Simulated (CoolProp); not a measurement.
Vapour-liquid equilibrium of dimethyl carbonate (1) + n-heptane (2) at 315 K; x and y are mole fractions of (1).

Computed with CoolProp (multi-fluid Helmholtz-energy mixture model, Zhou 2011 and Span 2003; pair parameters Bell 2016).

Question: Give the bubble pressure and the first vapour's composition at x = 0.15, 0.55, 0.65. Is there an azeotrope?

Answer: x = 0.15: 0.2018 bar, y = 0.416; x = 0.55: 0.2342 bar, y = 0.577; x = 0.65: 0.2340 bar, y = 0.587. y crosses x between x = 0.55 and 0.65: the model has an azeotrope there.

The pair parameters rest on a limited set of measurements; away from them the model extrapolates. With so large a gap from Raoult's law the liquid may split in two, which this calculation doesn't test in full.
